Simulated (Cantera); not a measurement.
A Cantera script and what it prints.

```python
import numpy as np
import cantera as ct

gas_names = [...]  # 92 gases of nasa_gas.yaml made of C, H, N
cond_names = """
    C(gr) C6H6(L) C7H8(L) C8H18(L),n-octa
""".split()


# ... load() reads the species with a 1 bar reference pressure and builds the phases ...
atoms = {
    'n-butane': {'C': 4, 'H': 10},
    'H2': {'H': 2},
    'N2': {'N': 2},
}
top_T = {'C(gr)': 4500}  # K; cautious upper limits of use, not melting points


# ... equilibrate(T, P, feed) seeds the gas with the atoms and calls Mixture.equilibrate('TP', solver="vcs", rtol=1e-11, max_steps=5000) ...
results = []
feed = {'n-butane': 1, 'H2': 4, 'N2': 0.19}  # mol
for P in [10, 72, 520, 3700, 27000, 190000, 1400000, 10000000]:
    for T in [550, 750, 950, 1150, 1350, 1550, 1750, 1950, 2150, 2350, 2550]:
        mix = equilibrate(T, P, feed)
        results.append((T, P, feed, dict(zip(mix.species_names, mix.species_moles))))

for T, P, feed, n in results:
    print(f"{T:7g} {P:10.4g}  " + (" + ".join(c for c in cond_names if n.get(c, 0) > 1e-12) or "gas only"))
```

Output:

```
    550         10  C(gr)
    750         10  C(gr)
    950         10  C(gr)
   1150         10  C(gr)
   1350         10  C(gr)
   1550         10  C(gr)
   1750         10  C(gr)
   1950         10  C(gr)
   2150         10  C(gr)
   2350         10  C(gr)
   2550         10  C(gr)
    550         72  C(gr)
    750         72  C(gr)
    950         72  C(gr)
   1150         72  C(gr)
   1350         72  C(gr)
   1550         72  C(gr)
   1750         72  C(gr)
   1950         72  C(gr)
   2150         72  C(gr)
   2350         72  C(gr)
   2550         72  C(gr)
    550        520  C(gr)
    750        520  C(gr)
    950        520  C(gr)
   1150        520  C(gr)
   1350        520  C(gr)
   1550        520  C(gr)
   1750        520  C(gr)
   1950        520  C(gr)
   2150        520  C(gr)
   2350        520  C(gr)
   2550        520  C(gr)
    550       3700  C(gr)
    750       3700  C(gr)
    950       3700  C(gr)
   1150       3700  C(gr)
   1350       3700  C(gr)
   1550       3700  C(gr)
   1750       3700  C(gr)
   1950       3700  C(gr)
   2150       3700  C(gr)
   2350       3700  C(gr)
   2550       3700  C(gr)
    550    2.7e+04  gas only
    750    2.7e+04  C(gr)
    950    2.7e+04  C(gr)
   1150    2.7e+04  C(gr)
   1350    2.7e+04  C(gr)
   1550    2.7e+04  C(gr)
   1750    2.7e+04  C(gr)
   1950    2.7e+04  C(gr)
   2150    2.7e+04  C(gr)
   2350    2.7e+04  C(gr)
   2550    2.7e+04  C(gr)
    550    1.9e+05  gas only
    750    1.9e+05  C(gr)
    950    1.9e+05  C(gr)
   1150    1.9e+05  C(gr)
   1350    1.9e+05  C(gr)
   1550    1.9e+05  C(gr)
   1750    1.9e+05  C(gr)
   1950    1.9e+05  C(gr)
   2150    1.9e+05  C(gr)
   2350    1.9e+05  C(gr)
   2550    1.9e+05  C(gr)
    550    1.4e+06  gas only
    750    1.4e+06  gas only
    950    1.4e+06  C(gr)
   1150    1.4e+06  C(gr)
   1350    1.4e+06  C(gr)
   1550    1.4e+06  C(gr)
   1750    1.4e+06  C(gr)
   1950    1.4e+06  C(gr)
   2150    1.4e+06  C(gr)
   2350    1.4e+06  C(gr)
   2550    1.4e+06  C(gr)
    550      1e+07  gas only
    750      1e+07  gas only
    950      1e+07  C(gr)
   1150      1e+07  C(gr)
   1350      1e+07  C(gr)
   1550      1e+07  C(gr)
   1750      1e+07  C(gr)
   1950      1e+07  C(gr)
   2150      1e+07  C(gr)
   2350      1e+07  C(gr)
   2550      1e+07  C(gr)
```

Method: chemical equilibrium by Gibbs-energy minimisation in Cantera with the NASA 1993 tables (ideal gas, pure condensed phases). The ideal-gas law is rough above about 30 bar.
